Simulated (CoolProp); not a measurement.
Model: reference Helmholtz-energy equation of state, Lemmon 2006, in CoolProp. It is a short technical equation, of lower accuracy than the large ones.

Problem. For carbon monoxide, give the phase and the cp (kJ/(kg K)), speed of sound (m/s) at 326.1 K and 12600 kPa; 123.8 K and 369 kPa; 470.2 K and 19600 kPa.

Solution. 
- 326.1 K and 12600 kPa: supercritical; cp 1.21, speed of sound 405
- 123.8 K and 369 kPa: gas; cp 1.11, speed of sound 221
- 470.2 K and 19600 kPa: supercritical; cp 1.16, speed of sound 501
